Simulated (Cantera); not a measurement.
A Cantera script and what it prints.

```python
import numpy as np
import cantera as ct

gas_names = """
    C CH CH2 CH3 CH2OH CH3O CH4 CH3OH CO CO2 COOH C2 C2H CHCO,ketyl C2H2,acetylene C2H2,vinylidene
    CH2CO,ketene C2H3,vinyl CH3CO,acetyl C2H4 C2H4O,ethylen CH3CHO,ethanal CH3COOH (HCOOH)2 C2H5 C2H6
    CH3OCH3 C2H5OH C2O C3 C3H3,propargyl C3H4,allene C3H4,propyne C3H4,cyclo- C3H5,allyl C3H6,propylene
    C3H6,cyclo- C3H6O C3H7,n-propyl C3H7,i-propyl C3H8 C3H8O,1propanol C3H8O,2propanol C3O2 C4 C4H2
    C4H4,1,3-cyclo- C4H6,butadiene C4H6,2-butyne C4H6,cyclo- C4H8,1-butene C4H8,cis2-buten
    C4H8,tr2-butene C4H8,isobutene C4H8,cyclo- (CH3COOH)2 C4H9,n-butyl C4H9,i-butyl C4H9,s-butyl
    C4H9,t-butyl C4H10,isobutane C4H10,n-butane C5 C5H6,1,3cyclo- C5H8,cyclo- C5H10,1-pentene
    C5H10,cyclo- C5H11,pentyl C5H11,t-pentyl C5H12,n-pentane C5H12,i-pentane CH3C(CH3)2CH3 C6H2
    C6H5,phenyl C6H5O,phenoxy C6H6 C6H5OH,phenol C6H10,cyclo- C6H12,1-hexene C6H12,cyclo- C6H13,n-hexyl
    C7H7,benzyl C7H8 C7H8O,cresol C7H14,1-heptene C7H15,n-heptyl C7H16,n-heptane C8H8,styrene
    C8H10,ethylbenz C8H16,1-octene C8H17,n-octyl C8H18,isooctane C8H18,n-octane C9H19,n-nonyl
    C10H8,naphthale C10H21,n-decyl C12H9,o-bipheny C12H10,bipheny H HCO HO2 H2 HCHO,formaldehy HCOOH H2O
    H2O2 O OH O2 O3 Si SiC SiC2 SiC4H12 SiH SiH2 SiH3 SiH4 SiO SiO2 Si2 Si2C Si3
""".split()
cond_names = """
    C(gr) C6H6(L) C7H8(L) C8H18(L),n-octa H2O(s) H2O(L) Si(cr) Si(L) SiC(b) SiO2(Lqz) SiO2(hqz) SiO2(L)
""".split()


def load(file, names, dense=False):
    # The tables refer to 1 bar. Condensed volumes are neglected.
    table = {s.name: s for s in ct.Species.list_from_file(file)}
    out = []
    for n in names:
        d = dict(table[n].input_data)
        d["thermo"] = dict(d["thermo"], **{"reference-pressure": 1e5})
        if dense:
            d["equation-of-state"] = {"model": "constant-volume", "density": "1e6 g/cm^3"}
        out.append(ct.Species.from_dict(d))
    return out


gas = ct.Solution(thermo="ideal-gas", species=load("nasa_gas.yaml", gas_names))
cond = {s.name: ct.Solution(thermo="fixed-stoichiometry", species=[s], name=s.name)
        for s in load("nasa_condensed.yaml", cond_names, dense=True)}
atoms = {
    'HMDSO': {'Si': 2, 'C': 6, 'H': 18, 'O': 1},
    'O3': {'O': 3},
    'O2': {'O': 2},
}
top_T = {'C(gr)': 4500, 'SiC(b)': 3050}  # K; cautious upper limits of use, not melting points


def equilibrate(T, P, feed):
    n = {}
    for name, mol in feed.items():
        for a, k in atoms[name].items():
            n[a] = n.get(a, 0.0) + k * mol
    gas.TPX = T, P, n
    mass = sum(n.values()) * gas.mean_molecular_weight
    gas.equilibrate("TP")
    valid = [c for c in cond.values() if c.min_temp <= T <= top_T.get(c.name, c.max_temp)]
    mix = ct.Mixture([(gas, mass / gas.mean_molecular_weight)] + [(c, 0.0) for c in valid])
    mix.T, mix.P = T, P
    mix.equilibrate("TP", solver="vcs", rtol=1e-11, max_steps=5000)
    return mix


results = []
feed = {'HMDSO': 1, 'O3': 4.4, 'O2': 0.057}  # mol
T = 700  # K
P = 1000  # Pa
mix = equilibrate(T, P, feed)
results.append((T, P, feed, dict(zip(mix.species_names, mix.species_moles))))
print(gas.report(threshold=1e-05))
for i in range(1, mix.n_phases):
    print(f"{mix.phase(i).name:16s} {mix.phase_moles(i):12.5e} mol")
```

Output:

```
       temperature   700 K
          pressure   1000 Pa
           density   0.003108 kg/m^3
  mean mol. weight   18.089 kg/kmol
   phase of matter   gas

                          1 kg             1 kmol
                     ---------------   ---------------
          enthalpy       -7.7354e+06       -1.3993e+08  J
   internal energy       -8.0571e+06       -1.4575e+08  J
           entropy             13642        2.4677e+05  J/K
    Gibbs function       -1.7285e+07       -3.1266e+08  J
 heat capacity c_p            2030.3             36726  J/K
 heat capacity c_v            1570.7             28412  J/K

                      mass frac. Y      mole frac. X     chem. pot. / RT
                     ---------------   ---------------   ---------------
               CH4          0.016838          0.018986           -45.199
                CO           0.12529          0.080914           -50.874
               CO2           0.64219           0.26396           -100.66
                H2          0.052653           0.47244           -22.053
               H2O           0.16302           0.16369           -71.834
     [ +118 minor]         7.742e-09        4.3565e-09

C(gr)             1.14212e+00 mol
Si(cr)            0.00000e+00 mol
SiC(b)            0.00000e+00 mol
SiO2(Lqz)         2.00000e+00 mol
```

Cantera equilibrium calculation (NASA polynomials, part measured and part estimated; ideal gas, pure solids and liquids). The feed counts by its element totals alone.
